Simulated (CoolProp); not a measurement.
The fluoroketone C6F12O (FK-5-1-12) at several states: fugacity coefficient from the reference equation and from simpler models built on Tc = 441.8 K, pc = 1.869 MPa, ω = 0.471; each cubic takes its own stable root.

Values from CoolProp's reference Helmholtz-energy equation of state, McLinden 2015.

```csv
T (K),p (MPa),phase,reference
450.9,9.94,supercritical,0.2565
242.3,1.65,liquid,0.001317
458.4,0.985,gas,0.8451
349.6,2.07,liquid,0.1190
```

Q: How far does each simpler model (van der Waals, Redlich-Kwong, Peng-Robinson) lie from the reference over these 4 states: mean and median of the absolute difference, and the worst?

A: 
- van der Waals: mean 1322.0 %, median 97.9 %, worst +5090.6 % at 242.3 K and 1.65 MPa
- Redlich-Kwong: mean 181.6 %, median 38.5 %, worst +649.1 % at 242.3 K and 1.65 MPa
- Peng-Robinson: mean 3.5 %, median 1.2 %, worst +11.3 % at 242.3 K and 1.65 MPa
